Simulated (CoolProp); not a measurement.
The numbers come from the reference Helmholtz-energy equation of state, Lemmon 2006 in CoolProp. It is a short technical equation, of lower accuracy than the large ones.

Question: Give the vapour pressure (MPa), liquid density (kg/m³), enthalpy of vaporisation (kJ/kg), liquid cp (kJ/(kg K)) of saturated toluene at 461.5, 530.9 K.

Answer: 
| T (K) | p (MPa) | liquid density (kg/m³) | enthalpy of vaporisation (kJ/kg) | liquid cp (kJ/(kg K)) |
|---|---|---|---|---|
| 461.5 | 0.607 | 691 | 302 | 2.32 |
| 530.9 | 1.87 | 586 | 222 | 2.77 |
